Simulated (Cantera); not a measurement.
Input: 1 mol C6H6, 0.33 mol NH3, 28 mol N2, at 0.920 bar.

Cantera equilibrium calculation (NASA polynomials, part measured and part estimated; ideal gas, pure solids and liquids). Candidate condensed phases: C, C6H6, C7H8, C8H18; 92 gas species. Equilibrium is a limit: real reactors are often held back by kinetics, nucleation or transport.

**Question.** At 2275 °C, list the 7 most abundant gas species with their mole fractions, and the condensed phases.

**Answer.** N2 0.872, H2 0.0911, HCN 0.0225, H 0.00973, HNC 0.00278, C2H2 (acetylene) 0.00120, CN 0.000148. Condensed: C(graphite).
